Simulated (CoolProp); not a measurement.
Vapour pressure (MPa) of cyclopentane: the reference equation beside estimates from Tc = 511.7 K, pc = 4.583 MPa, ω = 0.202. Clausius-Clapeyron is anchored at 319.8 K with a constant enthalpy of vaporisation of 27.44 kJ/mol.

Model: reference Helmholtz-energy equation of state, Gedanitz 2015, in CoolProp.

```json
[
 {"T (K)": "306.7", "reference": "0.05866", "Clausius-Clapeyron": "0.05982", "Redlich-Kwong": "0.09278", "Soave-Redlich-Kwong": "0.05743", "Peng-Robinson": "0.05867"},
 {"T (K)": "311.1", "reference": "0.06881", "Clausius-Clapeyron": "0.06965", "Redlich-Kwong": "0.1076", "Soave-Redlich-Kwong": "0.06750", "Peng-Robinson": "0.06875"},
 {"T (K)": "315.4", "reference": "0.08003", "Clausius-Clapeyron": "0.08049", "Redlich-Kwong": "0.1238", "Soave-Redlich-Kwong": "0.07864", "Peng-Robinson": "0.07989"},
 {"T (K)": "319.8", "reference": "0.09295", "Clausius-Clapeyron": "0.09295", "Redlich-Kwong": "0.1422", "Soave-Redlich-Kwong": "0.09151", "Peng-Robinson": "0.09272"},
 {"T (K)": "324.1", "reference": "0.1071", "Clausius-Clapeyron": "0.1066", "Redlich-Kwong": "0.1620", "Soave-Redlich-Kwong": "0.1056", "Peng-Robinson": "0.1068"},
 {"T (K)": "328.5", "reference": "0.1233", "Clausius-Clapeyron": "0.1222", "Redlich-Kwong": "0.1845", "Soave-Redlich-Kwong": "0.1218", "Peng-Robinson": "0.1229"},
 {"T (K)": "332.8", "reference": "0.1409", "Clausius-Clapeyron": "0.1391", "Redlich-Kwong": "0.2085", "Soave-Redlich-Kwong": "0.1394", "Peng-Robinson": "0.1404"},
 {"T (K)": "337.2", "reference": "0.1609", "Clausius-Clapeyron": "0.1583", "Redlich-Kwong": "0.2355", "Soave-Redlich-Kwong": "0.1595", "Peng-Robinson": "0.1602"},
 {"T (K)": "341.5", "reference": "0.1824", "Clausius-Clapeyron": "0.1791", "Redlich-Kwong": "0.2642", "Soave-Redlich-Kwong": "0.1812", "Peng-Robinson": "0.1817"},
 {"T (K)": "345.9", "reference": "0.2067", "Clausius-Clapeyron": "0.2025", "Redlich-Kwong": "0.2962", "Soave-Redlich-Kwong": "0.2056", "Peng-Robinson": "0.2059"},
 {"T (K)": "350.2", "reference": "0.2328", "Clausius-Clapeyron": "0.2277", "Redlich-Kwong": "0.3302", "Soave-Redlich-Kwong": "0.2319", "Peng-Robinson": "0.2318"},
 {"T (K)": "354.5", "reference": "0.2613", "Clausius-Clapeyron": "0.2552", "Redlich-Kwong": "0.3668", "Soave-Redlich-Kwong": "0.2608", "Peng-Robinson": "0.2603"},
 {"T (K)": "358.9", "reference": "0.2931", "Clausius-Clapeyron": "0.2861", "Redlich-Kwong": "0.4073", "Soave-Redlich-Kwong": "0.2930", "Peng-Robinson": "0.2921"}
]
```

Absolute difference from the reference over all 13 rows, mean and median: Clausius-Clapeyron 1.4 and 1.6 %, Redlich-Kwong 48.2 and 48.0 %, Soave-Redlich-Kwong 1.0 and 1.1 %, Peng-Robinson 0.3 and 0.3 %.
